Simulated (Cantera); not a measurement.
Input: 1 mol Ti, 6.2 mol CO, 8.6 mol H₂, equilibrated at 750 Torr.

Method: chemical equilibrium by Gibbs-energy minimisation in Cantera with the NASA 1993 tables (ideal gas, pure condensed phases). Candidate condensed phases: C, C₆H₆, C₇H₈, C₈H₁₈, H₂O, Ti, TiC, TiO, TiO₂, Ti₂O₃, Ti₃O₅, Ti₄O₇; 113 gas species. Mutual solubility and eutectic melting of coexisting phases are not modelled. TiC: taken at fixed stoichiometry. Equilibrium is a limit: real reactors are often held back by kinetics, nucleation or transport.

At 1673 K, list the 6 most abundant gas species with their mole fractions, and the condensed phases.

H₂ 0.605, CO 0.394, H₂O 0.000374, CH₄ 0.000159, H 8.86e-5, CO₂ 7.37e-5. Condensed: TiC(s) + Ti₂O₃(s).
